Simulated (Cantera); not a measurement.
## Low-pressure radical oxidation in H2/O2

A perfectly stirred reactor is fed with 17.3 % H₂, 39.4 % O₂, 43.3 % N₂, equivalence ratio 0.22, at 20.0 Torr; it is held at 1123 K, and followed from long to short residence time.

Cantera simulation using the H2/O2 subset of GRI-Mech 3.0, which has no nitrogen chemistry; the numbers are that mechanism's predictions, not measurements. Radical loss at walls, strong at low pressure, is not modelled. The temperature is held fixed by assumption; the heat of reaction is taken as removed at once.

| τ (s) | x H₂ | x O₂ | x OH | x H | x H₂O | x HO₂ | x O |
|---|---|---|---|---|---|---|---|
| 25 | 7.64e-5 | 0.336 | 0.000302 | 1.00e-5 | 0.189 | 1.44e-6 | 0.000106 |
| 6.5 | 0.000185 | 0.336 | 0.000475 | 3.88e-5 | 0.189 | 2.74e-6 | 0.000262 |
| 1.7 | 0.000438 | 0.336 | 0.000747 | 0.000148 | 0.189 | 4.60e-6 | 0.000639 |
| 0.43 | 0.00104 | 0.335 | 0.00119 | 0.000582 | 0.187 | 6.78e-6 | 0.00157 |
| 0.11 | 0.00241 | 0.334 | 0.00191 | 0.00221 | 0.184 | 8.71e-6 | 0.00373 |
| 0.029 | 0.00531 | 0.331 | 0.00299 | 0.00775 | 0.176 | 9.91e-6 | 0.00828 |
| 0.0074 | 0.0113 | 0.327 | 0.00445 | 0.0237 | 0.158 | 1.01e-5 | 0.0166 |
| 0.0019 | 0.0231 | 0.325 | 0.00586 | 0.0481 | 0.128 | 9.28e-6 | 0.0246 |
x: mole fraction; the columns are a selection and need not sum to one.
